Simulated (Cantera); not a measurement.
An adiabatic, constant-volume homogeneous reactor starts with 30.4 % CO, 7.29 % H2, 3.04 % CH4, 12.5 % O2, 46.8 % N2, equivalence ratio 2.0, at 1300 K and 10.0 bar.

Cantera simulation using GRI-Mech 3.0 (53 species, 325 reactions); the numbers are that mechanism's predictions, not measurements. Above 3000 K some thermodynamic fits are extrapolated.

Predict: time of steepest temperature rise; temperature at 0.700 s; equilibrium temperature; x(CO) at 0.700 s; x(H2) at 0.700 s; x(O) at 0.700 s; x(CO2) at 0.700 s.


| Quantity | Value |
|---|---|
| time of steepest temperature rise | 29.6 µs |
| temperature at 0.700 s | 3031 K |
| equilibrium temperature | 3031 K |
| x(CO) at 0.700 s | 0.241 (gas-phase equilibrium 0.241) |
| x(H2) at 0.700 s | 0.0300 (gas-phase equilibrium 0.0300) |
| x(O) at 0.700 s | 0.000999 (gas-phase equilibrium 0.000999) |
| x(CO2) at 0.700 s | 0.112 (gas-phase equilibrium 0.112) |
